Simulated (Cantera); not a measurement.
What does this Cantera script print?

```python
import numpy as np
import cantera as ct

gas_names = [...]  # 58 gases of nasa_gas.yaml made of F, H, N, O, Si
cond_names = """
    H2O(s) H2O(L) Si(cr) Si(L) SiO2(Lqz) SiO2(hqz) SiO2(L) Si2N2O(s) Si3N4(a)
""".split()


# ... load() reads the species with a 1 bar reference pressure and builds the phases ...
atoms = {
    'SiF4': {'Si': 1, 'F': 4},
    'NO': {'N': 1, 'O': 1},
    'H2': {'H': 2},
}
top_T = {'Si2N2O(s)': 2100, 'Si3N4(a)': 2400}  # K; cautious upper limits of use, not melting points


# ... equilibrate(T, P, feed) seeds the gas with the atoms and calls Mixture.equilibrate('TP', solver="vcs", rtol=1e-11, max_steps=5000) ...
results = []
feed = {'SiF4': 1, 'NO': 5.6, 'H2': 17}  # mol
P = 1000  # Pa
for T in [1100, 1200, 1300, 1400, 1500, 1600, 1700]:
    mix = equilibrate(T, P, feed)
    results.append((T, P, feed, dict(zip(mix.species_names, mix.species_moles))))

top = {s: max(r[3][s] / sum(r[3][g] for g in gas_names) for r in results) for s in gas_names}
cols = sorted((s for s in top if top[s] > 1e-05), key=lambda s: -top[s])[:9]
seen = [c for c in cond_names if any(r[3].get(c, 0) > 1e-12 for r in results)]
print("log10 of partial pressures in bar; condensed amounts in mol")
print(f"{'T/K':>10s}" + "".join(f"{s[:9]:>10s}" for s in cols + seen))
for T, P, feed, n in results:
    ng = sum(n[g] for g in gas_names)
    print(f"{T:10.4g}" + "".join(f"{np.log10(max(n[s] / ng * P / 1e5, 1e-99)):10.3f}" for s in cols)
          + "".join(f"{n.get(c, 0):10.4g}" for c in seen))
```

Result:

```
log10 of partial pressures in bar; condensed amounts in mol
       T/K        H2        HF       H2O        N2         H      SiF4       SiO        OH SiO2(hqz)   SiO2(L)
      1100    -2.281    -2.741    -2.779    -2.891    -8.728    -5.261   -15.181   -11.577    0.9881         0
      1200    -2.281    -2.738    -2.781    -2.891    -7.846    -5.675   -13.008   -10.443    0.9954         0
      1300    -2.282    -2.737    -2.782    -2.891    -7.097    -6.035   -11.177    -9.481     0.998         0
      1400    -2.282    -2.737    -2.782    -2.891    -6.454    -6.346    -9.614    -8.656     0.999         0
      1500    -2.282    -2.737    -2.782    -2.891    -5.895    -6.618    -8.266    -7.940    0.9995         0
      1600    -2.282    -2.737    -2.782    -2.891    -5.406    -6.857    -7.090    -7.313    0.9995         0
      1700    -2.282    -2.737    -2.782    -2.892    -4.973    -7.070    -6.059    -6.759         0    0.9979
```

Method: chemical equilibrium by Gibbs-energy minimisation in Cantera with the NASA 1993 tables (ideal gas, pure condensed phases). The tables hold silica as quartz up to 1696 K and as liquid above; real silica turns to tridymite and cristobalite and melts near 1996 K.
